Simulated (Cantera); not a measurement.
A freely propagating, adiabatic, planar premixed flame of 13.6 % CH₄, 18.1 % O₂, 68.3 % N₂, equivalence ratio 1.5, unburnt at 500 K and 3750 Torr; mixture-averaged transport, grid criteria slope 0.08 and curve 0.16, no radiation.

Model: GRI-Mech 3.0 (53 species, 325 reactions), integrated in Cantera. Burning velocities carry a grid error of a few per cent, more on coarse grids.

**Question.** Predict: laminar burning velocity; thermal thickness; peak x(C₂H₂); peak x(H); peak x(CH₂CO); peak x(CH₃).

**Answer.** 
```json
{
  "laminar_burning_velocity": "18.1 cm/s",
  "thermal_thickness": "0.282 mm",
  "peak x(C₂H₂)": "0.00427",
  "peak x(H)": "0.000554",
  "peak x(CH₂CO)": "0.000574",
  "peak x(CH₃)": "0.00165"
}
```
